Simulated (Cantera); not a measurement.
An adiabatic, constant-volume homogeneous reactor starts with 12.5 % H₂, 18.4 % O₂, 69.1 % N₂, equivalence ratio 0.34, at 1223 K and 880000 Pa.

Detailed kinetics in Cantera: GRI-Mech 3.0 (53 species, 325 reactions). The hydrogen kinetics of GRI-Mech 3.0 are dated; newer H2 mechanisms differ, most at raised pressure.

### Question
Predict: time of steepest temperature rise; temperature at 1.00 s; equilibrium temperature; x(H₂) at 1.00 s; x(O₂) at 1.00 s; x(H) at 1.00 s; x(H₂O) at 1.00 s; x(NO) at 1.00 s; x(HO₂) at 1.00 s; x(N₂O) at 1.00 s.

### Answer
* **time of steepest temperature rise**: 18.4 µs
* **temperature at 1.00 s**: 2280 K
* **equilibrium temperature**: 2280 K
* **x(H₂) at 1.00 s**: 0.000178 (gas-phase equilibrium 0.000178)
* **x(O₂) at 1.00 s**: 0.123 (gas-phase equilibrium 0.123)
* **x(H) at 1.00 s**: 2.98e-5 (gas-phase equilibrium 2.98e-5)
* **x(H₂O) at 1.00 s**: 0.131 (gas-phase equilibrium 0.131)
* **x(NO) at 1.00 s**: 0.0111 (gas-phase equilibrium 0.0111)
* **x(HO₂) at 1.00 s**: 1.16e-5 (gas-phase equilibrium 1.16e-5)
* **x(N₂O) at 1.00 s**: 2.33e-6 (gas-phase equilibrium 2.33e-6)
